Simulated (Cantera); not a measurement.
**NO annealing gas**

An isothermal, constant-pressure homogeneous reactor starts with NO : N₂ = 1 : 1.5 (molar parts), at 2000 K and 20.0 Torr.

Cantera simulation using GRI-Mech 3.0 (53 species, 325 reactions); the numbers are that mechanism's predictions, not measurements. Radical loss at walls, strong at low pressure, is not modelled.

```
t (s)       x NO   x N₂      x O₂       x O    x N₂O     x NO₂
--------  ------  -----  --------  --------  -------  --------
8.00e-5    0.400  0.600  2.57e-10   3.97e-7  3.95e-7  3.81e-10
0.000318   0.400  0.600   4.08e-9   1.59e-6  1.56e-6   5.84e-9
0.00127    0.400  0.600   6.57e-8   6.45e-6  6.02e-6   8.30e-8
0.00504    0.400  0.600   1.13e-6   2.77e-5  2.12e-5   9.11e-7
0.0201     0.400  0.600   2.36e-5  0.000130  5.40e-5   5.79e-6
0.0798     0.399  0.601  0.000441  0.000383  6.47e-5   1.43e-5
0.317      0.393  0.603   0.00316  0.000480  6.02e-5   1.86e-5
1.26       0.369  0.615    0.0152  0.000664  4.97e-5   2.86e-5
5.03       0.262  0.668    0.0680   0.00114  2.17e-5   4.13e-5
20.0      0.0516  0.773     0.173   0.00172  7.68e-7   1.32e-5
```
x: mole fraction; the columns are a selection and need not sum to one.

Equilibrium at this temperature and pressure: NO 0.00745, N₂ 0.796, O₂ 0.195, O 0.00182, N₂O 6.87e-8, NO₂ 2.02e-6 (gas phase only).
